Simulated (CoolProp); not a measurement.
Vapour pressure (MPa) of n-pentane: the reference equation beside estimates from Tc = 469.7 K, pc = 3.368 MPa, ω = 0.251. Clausius-Clapeyron is anchored at 234.2 K with a constant enthalpy of vaporisation of 29.72 kJ/mol.

Model: reference Helmholtz-energy equation of state, Thol 2019, in CoolProp.

```csv
T (K),reference,Lee-Kesler,Clausius-Clapeyron
218.3,[?],0.0008769,0.0009592
234.2,0.002915,0.002739,0.002915
250.2,[?],0.007301,[?]
266.1,0.01756,0.01692,0.01817
282.1,0.03621,0.03532,0.03892
298,0.06798,0.06701,[?]
314,0.1190,0.1183,[?]
329.9,0.1952,0.1953,0.2440
345.9,0.3052,0.3065,0.4028
361.8,0.4557,0.4585,0.6344
377.8,0.6574,0.6616,0.9639
393.7,0.9175,0.9226,1.413
409.7,[?],1.255,[?]
425.7,1.664,1.669,2.795
441.6,2.171,2.176,[?]
```

Some entries are withheld; supply them.


- 218.3, reference: 0.0009426
- 250.2, reference: 0.007675
- 250.2, Clausius-Clapeyron: 0.007737
- 298, Clausius-Clapeyron: 0.07652
- 314, Clausius-Clapeyron: 0.1410
- 409.7, reference: 1.250
- 409.7, Clausius-Clapeyron: 2.014
- 441.6, Clausius-Clapeyron: 3.782

Absolute difference from the reference over all 15 rows, mean and median: Lee-Kesler 1.9 and 0.6 %, Clausius-Clapeyron 29.6 and 25.0 %.
